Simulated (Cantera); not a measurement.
Charge: 1 mol FeCl₂, 0.028 mol HCl, 24 mol N₂, 4.2 mol O₂, held at 1.33 mbar.

Equilibrium computed with Cantera from the NASA thermochemical tables; the gas is ideal and each condensed phase is pure. Candidate condensed phases: Fe, FeCl₂, FeCl₃, FeO, Fe(OH)₂, Fe(OH)₃, Fe₂O₃, Fe₃O₄, H₂O, NH₄Cl; 37 gas species. The tables' stoichiometric FeO is somewhat more stable than real wüstite, so its field is too wide. FeO: taken at fixed stoichiometry. Equilibrium is a limit: real reactors are often held back by kinetics, nucleation or transport.

Q: What share of the Fe ends up in condensed phases as a function of T (K), at 1273, 1323, 1373, 1423, 1473, 1523, 1573, 1623, 1673, 1723, 1773, 1823, 1873, 1923?

A: 
```
T (K)  Fe condensed (%)        as
-----  ----------------  --------
1273               36.1  Fe₂O₃(s)
1323               30.9  Fe₂O₃(s)
1373               28.5  Fe₂O₃(s)
1423               28.9  Fe₃O₄(s)
1473               29.9  Fe₃O₄(s)
1523               31.1  Fe₃O₄(s)
1573               32.4  Fe₃O₄(s)
1623               33.7  Fe₃O₄(s)
1673               35.1  Fe₃O₄(s)
1723               36.4  Fe₃O₄(s)
1773               37.6  Fe₃O₄(s)
1823               38.4  Fe₃O₄(s)
1873               40.2    FeO(l)
1923               42.2    FeO(l)
```
